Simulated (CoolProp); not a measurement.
The numbers come from the reference Helmholtz-energy equation of state, Smukala 2000 in CoolProp.

Question: Give the vapour pressure (MPa), liquid density (kg/m³), vapour density (kg/m³), enthalpy of vaporisation (kJ/kg) of saturated ethylene at -74.05, -54.85, -16.45 °C.

Answer: 
```csv
T (°C),p (MPa),liquid density (kg/m³),vapour density (kg/m³),enthalpy of vaporisation (kJ/kg)
-74.05,0.439,523,8.20,434
-54.85,0.903,490,16.5,395
-16.45,2.77,404,55.4,278
```
